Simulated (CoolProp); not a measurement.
Vapour-liquid equilibrium of ethylene (1) + isobutane (2) at 197.7 K; x and y are mole fractions of (1).

Values from CoolProp's multi-fluid Helmholtz-energy mixture model, Smukala 2000 and Bücker 2006; pair parameters Bell 2016.

Question: Give the bubble pressure and the first vapour's composition at x = 0.05, 0.55, 0.85. Is there an azeotrope?

Answer: x = 0.05: 0.01970 MPa, y = 0.843; x = 0.55: 0.2155 MPa, y = 0.993; x = 0.85: 0.3472 MPa, y = 0.998. No azeotrope shows between x = 0.05 and 0.95.

The pair parameters rest on a limited set of measurements; away from them the model extrapolates.
